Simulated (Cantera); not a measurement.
Charge: 1 mol Si, 12 mol HBr, 22 mol H2, held at 1250 K and 13.0 Pa.

Cantera equilibrium calculation (NASA polynomials, part measured and part estimated; ideal gas, pure solids and liquids). Candidate condensed phases: Br2, Si; 19 gas species. The tables' values for SiBr3 are old estimates; treat these amounts as uncertain. Equilibrium is a limit: real reactors are often held back by kinetics, nucleation or transport.

Base state: H2 0.678, HBr 0.288, SiBr2 0.0288, Br 0.00463, SiBr3 0.000333, SiBr4 0.000203, H 3.49e-5, SiHBr3 1.03e-5 (mole fractions); condensed: gas only.

Q: What changes in the equilibrium state with this change: HBr from 12 to 28 mol?

A: 
| species | before | after |
|---|---|---|
| HBr | 0.288 | 0.506 |
| H2 | 0.678 | 0.464 |
| SiBr2 | 0.0288 | 0.0188 |
| SiBr4 | 0.000203 | 0.000600 |
| Br | 0.00463 | 0.00984 |
| SiBr3 | 0.000333 | 0.000463 |
| H | 3.49e-5 | 2.89e-5 |
